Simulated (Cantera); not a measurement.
Feed: 1 mol Si, 2.1 mol HBr, 15 mol N₂, held at 1548 K.

Method: chemical equilibrium by Gibbs-energy minimisation in Cantera with the NASA 1993 tables (ideal gas, pure condensed phases). Candidate condensed phases: Br₂, Si, Si₃N₄; 28 gas species. The tables' values for SiBr, SiBr₃ are old estimates; treat these amounts as uncertain. Equilibrium is a limit: real reactors are often held back by kinetics, nucleation or transport.

log p: log10 of the partial pressure in bar; n: condensed amount in mol.

```
P (Pa)  log p N₂  log p HBr  log p Br  log p H₂  log p SiBr₂  log p SiBr₄  log p Si  n Si(s)  n Si₃N₄(s)
------  --------  ---------  --------  --------  -----------  -----------  --------  -------  ----------
1          -5.07      -6.75     -6.18     -6.31        -6.78       -13.53     -7.50    0.622           0
5.20       -4.35      -5.92     -5.70     -5.60        -5.82       -11.61     -7.50    0.469           0
27             ?          ?         ?         ?            ?            ?         ?        0           ?
140        -2.92      -4.19     -4.64     -4.27        -4.37        -8.03     -8.17        0       0.161
720        -2.20      -3.34     -4.09     -3.66        -3.76        -6.33     -8.65        0       0.195
3700       -1.49      -2.53     -3.58     -3.07        -3.20        -4.73     -9.12        0       0.231
19000          ?          ?         ?         ?            ?            ?         ?        0       0.262
100000     -0.06      -1.03     -2.72     -1.78        -2.45        -2.28    -10.08        0       0.279
```

**Question.** Some entries are withheld; supply them.

**Answer.** 
- 19000, log p N₂: -0.78
- 19000, log p HBr: -1.76
- 19000, log p Br: -3.11
- 19000, log p H₂: -2.47
- 19000, log p SiBr₂: -2.75
- 19000, log p SiBr₄: -3.36
- 19000, log p Si: -9.60
- 27, log p N₂: -3.63
- 27, log p HBr: -5.08
- 27, log p Br: -5.21
- 27, log p H₂: -4.91
- 27, log p SiBr₂: -5.03
- 27, log p SiBr₄: -9.83
- 27, log p Si: -7.69
- 27, n Si₃N₄(s): 0.136
